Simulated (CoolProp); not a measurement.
The fluid at 298.15 K and 2.12 MPa flows at 19 m/s in a round tube of 12.7 mm bore and 15 µm roughness, fully developed (64/Re and Nu = 3.66 if laminar; Colebrook and Gnielinski if turbulent). The same conditions are run with several fluids, on thermodynamics alone (safety and materials aside).

The numbers come from the reference Helmholtz-energy equation of state of each fluid (n-pentane: Thol 2019; n-butane: Bücker 2006; R141b: Lemmon 2006; R236FA: Pan 2012; water: Wagner 2002) in CoolProp.

```json
[
 {"fluid": "n-pentane", "Reynolds number": "813000", "Darcy friction factor": "0.0208", "pressure drop (Pa/m)": "184000", "heat-transfer coefficient (W/(m² K))": "36900", "mass flow (kg/h)": "5410"},
 {"fluid": "n-butane", "Reynolds number": "855000", "Darcy friction factor": "0.0208", "pressure drop (Pa/m)": "170000", "heat-transfer coefficient (W/(m² K))": "36100", "mass flow (kg/h)": "4990"},
 {"fluid": "R141b", "Reynolds number": "716000", "Darcy friction factor": "0.0208", "pressure drop (Pa/m)": "367000", "heat-transfer coefficient (W/(m² K))": "30500", "mass flow (kg/h)": "10700"},
 {"fluid": "R236FA", "Reynolds number": "1110000", "Darcy friction factor": "0.0207", "pressure drop (Pa/m)": "403000", "heat-transfer coefficient (W/(m² K))": "37200", "mass flow (kg/h)": "11900"},
 {"fluid": "water", "Reynolds number": "271000", "Darcy friction factor": "0.0214", "pressure drop (Pa/m)": "304000", "heat-transfer coefficient (W/(m² K))": "83100", "mass flow (kg/h)": "8650"}
]
```

Transport values come from each fluid's own correlations; those of n-pentane, R141b, R236FA are estimates that may be off by 10 % or more.
